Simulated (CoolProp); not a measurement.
Vapour-liquid equilibrium of R227EA (1) + n-butane (2) at 264.2 K; x and y are mole fractions of (1).

Computed with CoolProp (multi-fluid Helmholtz-energy mixture model, Lemmon 2016 and Bücker 2006; pair parameters Bell 2016).

**Question.** Give the bubble pressure and the first vapour's composition at x = 0.05, 0.35, 0.95. Is there an azeotrope?

**Answer.** x = 0.05: 0.1050 MPa, y = 0.331; x = 0.35: 0.1587 MPa, y = 0.611; x = 0.95: 0.1474 MPa, y = 0.896. y crosses x between x = 0.65 and 0.75: the model has an azeotrope there.

Pair parameters are fitted to limited data, so mixtures are less certain than the pure fluids. With so large a gap from Raoult's law the liquid may split in two, which this calculation doesn't test in full.
